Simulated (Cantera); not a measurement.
A perfectly stirred reactor is fed with CH4 : O2 : N2 : H2O = 1 : 2 : 7.52 : 2.5 (molar parts), at 100000 Pa; it is adiabatic with a 375 K inlet, and is followed from long to short residence time, starting on the burning branch (τ in s: 0.063, 0.035, 0.02, 0.011, 0.006, 0.0034, 0.0019, 0.001, 0.00058, 0.00032, 0.00018, 0.0001).

Cantera simulation using GRI-Mech 3.0 (53 species, 325 reactions); the numbers are that mechanism's predictions, not measurements.

### Question
What does this change do: 0.21 parts H2 added?

### Answer
```
quantity                                                                        before                                 after
------------------------------------------------  ------------------------------------  ------------------------------------
blow-out, bracketed by the residence times tried  burning at 0.320 ms, out at 0.180 ms  burning at 0.320 ms, out at 0.180 ms
x(CH4) at τ = 63.0 ms                                                          1.46e-5                               1.66e-5
x(O2) at τ = 63.0 ms                                                           0.00412                               0.00150
x(H2O) at τ = 63.0 ms                                                            0.338                                 0.343
x(HCN) at τ = 63.0 ms                                                          2.28e-7                               4.66e-7
x(C2H4) at τ = 63.0 ms                                                         7.71e-9                               9.54e-9
x(CH4) at τ = 1.90 ms                                                         0.000158                              0.000148
x(O2) at τ = 1.90 ms                                                            0.0111                               0.00745
x(H2O) at τ = 1.90 ms                                                            0.325                                 0.331
x(HCN) at τ = 1.90 ms                                                          1.07e-6                               1.60e-6
x(C2H4) at τ = 1.90 ms                                                         2.59e-7                               2.46e-7
```
